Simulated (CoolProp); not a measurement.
Vapour-liquid equilibrium of CF4 (R14) (1) + R13 (2) at 183.7 K; x and y are mole fractions of (1).

The numbers come from the multi-fluid Helmholtz-energy mixture model, Platzer 1990 and Platzer 1990; pair parameters Bell 2016 in CoolProp. This equation is an older, rougher fit; its heat capacities, sound speeds and derivatives of the liquid may be far off and weren't checked against measurements.

```csv
x,bubble pressure (MPa),y at the bubble point,dew pressure at overall composition x (MPa),liquid density (mol/L)
0.05,0.1153,?,0.06783,?
0.2,?,0.775,0.08004,15.09
0.35,0.3669,0.864,0.09751,15.26
0.5,?,0.910,0.1246,?
0.65,0.5697,0.941,0.1721,15.52
0.8,0.6711,?,?,15.59
0.95,0.7831,0.991,0.6022,15.60
```

Task: Some entries are withheld; supply them.

Result: 
- 0.05, y at the bubble point: 0.456
- 0.05, liquid density (mol/L): 14.91
- 0.2, bubble pressure (MPa): 0.2509
- 0.5, bubble pressure (MPa): 0.4708
- 0.5, liquid density (mol/L): 15.40
- 0.8, y at the bubble point: 0.967
- 0.8, dew pressure at overall composition x (MPa): 0.2756

No azeotrope shows between x = 0.05 and 0.95.

The pair parameters rest on a limited set of measurements; away from them the model extrapolates. The gap from Raoult's law changes sign with composition, which may be real or a fault of the pair parameters; it wasn't checked against measurements.
